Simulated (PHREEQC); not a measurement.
Consider water at 20 °C and 500 atm with 0.002 mol/kgw ZnSO4, 0.14 mol/kgw CuCl2, 0.17 mol/kgw HCl, 0.0028 mol/kgw Na2SO4 and 0.055 mol/kgw Zn(NO3)2. Closed to the air; pH follows from the charge balance.

The numbers come from PHREEQC with the ion-association model, phreeqc.dat.

```
Quantity                  Result
-----------------  -------------
pH                          0.89
ionic strength     0.689 mol/kgw
activity of water          0.985
density              1.049 g/cm³
total alkalinity     -170 meq/kg
```

| species | molality | activity | log γ |
|---|---|---|---|
| Cl- | 0.411 | 0.262 | -0.195 |
| H+ | 0.168 | 0.128 | -0.119 |
| Cu+2 | 0.116 | 0.0277 | -0.624 |
| NO3- | 0.110 | 0.0654 | -0.226 |
| Zn+2 | 0.0440 | 0.00888 | -0.695 |
| CuCl+ | 0.0213 | 0.0136 | -0.197 |
| ZnCl+ | 0.0114 | 0.00728 | -0.197 |
| Na+ | 0.00559 | 0.00407 | -0.138 |
| HSO4- | 0.00231 | 0.00174 | -0.122 |
| CuCl2 | 0.00146 | 0.00171 | 0.069 |
| SO4-2 | 0.00140 | 0.000265 | -0.723 |

Precipitation was switched off in this run. Complexes and solids missing from the database can't appear. Under pressure, the constants of complexes without a molar volume in the database are unreliable.
